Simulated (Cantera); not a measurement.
Feed: 1 mol C₂F₆, 0.95 mol Si, 13 mol H₂, equilibrated at 825 °C and 0.0480 Torr.

Equilibrium computed with Cantera from the NASA thermochemical tables; the gas is ideal and each condensed phase is pure. Candidate condensed phases: C, C₆H₆, C₇H₈, C₈H₁₈, Si, SiC; 113 gas species. The feed counts by its element totals alone. The numbers say what is thermodynamically allowed, not how fast it happens.

Base state: H₂ 0.791, HF 0.146, SiF₄ 0.0631 (mole fractions); condensed: C(graphite).

Task: What changes in the equilibrium state with this change: temperature from 825 °C to 2352 °C?

Result: 
```tsv
species	before	after
H	2.76e-6	0.716
HF	0.146	0.182
Si	<1e-9	0.0221
H₂	0.791	0.0182
SiF₄	0.0631	1.12e-6
F	<1e-9	0.0204
C₃	<1e-9	0.0161
C	<1e-9	0.00919
SiF	<1e-9	0.00409
SiC₂	<1e-9	0.00382
C(graphite), mol	2.00	0
```
The tables' values for SiF, SiF₂, SiF₃ are old estimates; treat these amounts as uncertain.
